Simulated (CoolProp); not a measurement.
Saturation properties of dimethyl carbonate.

The numbers come from the reference Helmholtz-energy equation of state, Zhou 2011 in CoolProp.

```csv
T (K),p (bar),vapour density (kg/m³),liquid cp (kJ/(kg K)),surface tension (mN/m)
300.3,0.08105,0.2937,1.835,28.1
314.1,0.1567,0.5442,1.856,26.0
327.9,0.2833,0.9467,1.881,24.0
341.8,0.4856,1.566,1.909,22.0
355.6,0.7889,2.463,1.940,20.1
369.4,1.228,3.725,1.974,18.2
383.2,1.840,5.446,2.011,16.3
397,2.668,7.736,2.050,14.6
410.8,3.760,10.72,2.093,12.9
424.6,5.166,14.56,2.138,11.2
438.5,6.956,19.47,2.188,9.60
```

It boils at 363.3 K under 1 atm.

Surface tension comes from a separate correlation (Mulero 2014).
